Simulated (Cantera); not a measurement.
An isothermal, constant-pressure homogeneous reactor starts with NO : N2 = 1 : 0.64 (molar parts), at 2100 K and 1.01 bar.

Model: GRI-Mech 3.0 (53 species, 325 reactions), integrated in Cantera.

x: mole fraction; the columns are a selection and need not sum to one.

```tsv
t (s)	x NO	x O	x NO2	x N2O	x N2	x O2
0.00100	0.608	0.000169	0.000213	0.000182	0.391	0.000769
0.00181	0.606	0.000175	0.000220	0.000182	0.392	0.00165
0.00327	0.603	0.000183	0.000231	0.000180	0.394	0.00325
0.00591	0.597	?	0.000249	0.000175	0.397	0.00614
0.0107	0.586	?	0.000277	0.000168	0.402	0.0114
0.0193	0.567	?	0.000318	0.000156	0.411	0.0208
0.0350	0.534	?	0.000368	0.000136	0.428	0.0374
0.0632	0.478	?	0.000414	0.000107	0.456	0.0655
0.114	0.390	?	0.000425	6.99e-5	0.500	0.109
0.207	0.273	?	0.000363	3.36e-5	0.558	0.168
0.374	0.152	0.000670	0.000234	1.05e-5	0.619	0.228
0.676	0.0653	0.000726	0.000110	2.33e-6	0.662	0.272
1.22	0.0260	0.000751	4.53e-5	8.12e-7	0.682	0.291
2.21	0.0137	0.000758	2.42e-5	6.12e-7	0.688	0.297
4.00	0.0113	0.000759	1.99e-5	5.88e-7	0.689	0.299
```

Question: Fill in the missing entries.

Answer: 
- 0.00591, x O: 0.000198
- 0.0107, x O: 0.000221
- 0.0193, x O: 0.000258
- 0.0350, x O: 0.000313
- 0.0632, x O: 0.000387
- 0.114, x O: 0.000480
- 0.207, x O: 0.000581
